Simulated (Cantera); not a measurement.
Input: 1 mol FeCl3, 0.48 mol O2, 40 mol H2, at 75.0 Torr.

These are equilibrium values from Cantera (NASA tables, ideal gas, pure condensed phases), not measurements of a reactor. Candidate condensed phases: Fe, FeCl2, FeCl3, FeO, Fe(OH)2, Fe(OH)3, Fe2O3, Fe3O4, H2O; 22 gas species. Condensed phases not in the tables: FeOCl. The numbers say what is thermodynamically allowed, not how fast it happens.

x: gas mole fraction; n: condensed amount in mol.

```
T (K)   x H2   x HCl   x H2O  x FeCl2  x Fe2Cl4  n FeCl2(s)  n Fe(α)  n Fe(γ)
-----  -----  ------  ------  -------  --------  ----------  -------  -------
675    0.952  0.0247  0.0237        …   1.01e-7       1.000        0        0
725    0.934  0.0426  0.0235        …   1.91e-6       0.628    0.370        0
775    0.905  0.0718  0.0231        …   8.89e-6           0    0.990        0
825    0.905  0.0716  0.0231        …   5.10e-6           0    0.986        0
875    0.905  0.0713  0.0231        …   3.09e-6           0    0.980        0
925    0.905  0.0710  0.0231        …   1.96e-6           0    0.973        0
975    0.905  0.0706  0.0231        …   1.28e-6           0    0.965        0
1025   0.906  0.0701  0.0231        …   8.64e-7           0    0.955        0
1075   0.906  0.0697  0.0231        …   5.90e-7           0    0.946        0
1125   0.906  0.0692  0.0231        …   4.10e-7           0    0.935        0
1175   0.906  0.0687  0.0231        …   2.91e-7           0    0.925        0
1225   0.907  0.0682  0.0231        …   2.11e-7           0        0    0.914
1275   0.907  0.0676  0.0231        …   1.55e-7           0        0    0.903
1325   0.907  0.0671  0.0231        …   1.17e-7           0        0    0.892
```

### Question
Complete the blanks.

### Answer

- 675, x FeCl2: 4.54e-6
- 725, x FeCl2: 4.82e-5
- 775, x FeCl2: 0.000226
- 825, x FeCl2: 0.000338
- 875, x FeCl2: 0.000480
- 925, x FeCl2: 0.000652
- 975, x FeCl2: 0.000852
- 1025, x FeCl2: 0.00107
- 1075, x FeCl2: 0.00131
- 1125, x FeCl2: 0.00155
- 1175, x FeCl2: 0.00181
- 1225, x FeCl2: 0.00207
- 1275, x FeCl2: 0.00233
- 1325, x FeCl2: 0.00259
